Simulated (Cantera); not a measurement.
Cantera with NASA thermochemical tables; ideal gases at 1 bar, condensed phases pure. Values are per mole of reaction as written; species without (g) are pure solids or liquids, kept so even where they would boil at 1 bar.

Question: Between 423 and 1023 K, where is each reaction favourable under standard conditions?
- 2 O3(g) + 6 H(g) + 3 Cu ⇌ 3 Cu(OH)2

Answer: 
- 2 O3(g) + 6 H(g) + 3 Cu ⇌ 3 Cu(OH)2: ΔG° is -2545 kJ at 423 K and -1988 kJ at 1023 K; it stays negative (K > 1). ΔH° is -2926 kJ and ΔS° -917 J/K at 1023 K.
